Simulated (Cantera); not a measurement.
A closed system holds: 1 mol Nb, 0.6 mol H2O, 5.9 mol H2, held at 35.0 Pa.

Equilibrium computed with Cantera from the NASA thermochemical tables; the gas is ideal and each condensed phase is pure. Candidate condensed phases: H2O, Nb, NbO, NbO2, Nb2O5; 12 gas species. Mutual solubility and eutectic melting of coexisting phases are not modelled. NbO: taken at fixed stoichiometry. Condensed phases not in the tables: N, O or C dissolved in the metal. Equilibrium is a limit: real reactors are often held back by kinetics, nucleation or transport.

### Question
What share of the Nb ends up in condensed phases as a function of T (K), at 1873, 1973, 2073, 2173, 2273, 2373, 2473, 2573, 2673?

### Answer
| T (K) | Nb condensed (%) | as |
|---|---|---|
| 1873 | 99.9 | Nb(s) + NbO(s) |
| 1973 | 99.2 | Nb(s) + NbO(s) |
| 2073 | 95.2 | Nb(s) + NbO(s) |
| 2173 | 74.2 | Nb(s) + NbO(s) |
| 2273 | 64.2 | Nb(s) |
| 2373 | 59.0 | Nb(s) |
| 2473 | 52.6 | Nb(s) |
| 2573 | 46.6 | Nb(s) |
| 2673 | 42.2 | Nb(s) |
